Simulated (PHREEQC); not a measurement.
Consider water at 25 °C with 1.9 mmol/kgw LiOH and 0.032 mmol/kgw K2CO3. Closed to the air; pH follows from the charge balance.

The numbers come from PHREEQC with the ion-association model, phreeqc.dat.

Problem. The ionic strength comes out as 0.00199 mol/kgw. What activity coefficients do CO3-2, OH-, K+, HCO3-, Li+ get?

Solution. CO3-2 0.82, OH- 0.95, K+ 0.95, HCO3- 0.95, Li+ 0.95.

Precipitation was switched off in this run. Species that the database lacks are ignored.
